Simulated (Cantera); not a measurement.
Cantera with NASA thermochemical tables; ideal gases at 1 bar, condensed phases pure. Values are per mole of reaction as written; species without (g) are pure solids or liquids, kept so even where they would boil at 1 bar.

a) Nb + O₂(g) ⇌ NbO₂(g)
b) 0.8 V + O₂(g) ⇌ 0.4 V₂O₅
c) 2 C + O₂(g) ⇌ 2 CO(g)

Task: Order these by ΔG° at 2150 K, most negative first.

Result: c (-597 kJ), b (-303 kJ), a (-249 kJ)
